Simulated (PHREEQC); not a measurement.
Dissolve 0.0094 mol/kgw TMAH, 0.0053 mol/kgw Na2B4O7 and 0.00099 mol/kgw SrBr2 at 45 °C. Closed to the air; pH follows from the charge balance.

Model: ion-association model, wateq4f.dat, run in PHREEQC.

* **pH**: 10.07
* **ionic strength**: 0.0230 mol/kgw
* **total alkalinity**: 20.0 meq/kg

```tsv
species	molality	activity	log γ
H2BO3-	0.0195	0.0165	-0.071
Na+	0.0106	0.00912	-0.065
(CH3)4N+	0.00940	0.00806	-0.067
Br-	0.00198	0.00170	-0.066
H3BO3	0.00174	0.00175	0.002
Sr+2	0.000990	0.000555	-0.251
OH-	0.000536	0.000458	-0.068
```

This is a speciation only: nothing precipitates in the calculation. (CH3)4N+ isn't in the database: it is added as a free cation with an ion size of 4 Å. At this temperature some constants are extrapolated from 25 °C, and those without enthalpy data are left unchanged.
